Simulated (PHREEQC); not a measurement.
1 kg of water holding 0.032 mol MgSO4, 0.37 mol K2SO4 and 0.29 mol Na2SO4 is evaporated at 40 °C; the solids stay in contact with the brine. The system is closed to CO2. The run lets Arcanite, Bloedite, Brucite, Epsomite, Glaserite, Hexahydrite, Kieserite, Leonite, Mirabilite, Misenite, Schoenite, Thenardite precipitate or redissolve, and no other solid.

The series has 19 steps of water left (kg), from 1 to 0.0293.

The numbers come from PHREEQC with the Pitzer model, pitzer.dat.

Question: Which solids form, in which order, and at which step of the series does each first stand?

Answer: Glaserite from water left = 0.4563 kg; Thenardite from water left = 0.05275 kg.

At this temperature some constants are extrapolated from 25 °C, and those without enthalpy data are left unchanged.
